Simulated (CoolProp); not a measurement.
Properties of trans-2-butene at several states.

Computed with CoolProp (reference Helmholtz-energy equation of state, Lemmon 2005). It is a short technical equation, of lower accuracy than the large ones.

```
T (°C)  p (bar)   phase  density (kg/m³)  cp (kJ/(kg K))  isothermal compressibility (1/MPa)  expansivity (1/kK)
------  -------  ------  ---------------  --------------  ----------------------------------  ------------------
193.65     2.88     gas            4.244           2.195                               3.540               2.283
23.95      11.1  liquid            601.3           2.318                            0.002726               1.978
13.15      7.27  liquid            613.3           2.271                            0.002389               1.883
119.25      116  liquid            504.8           2.724                            0.007128               2.725
```
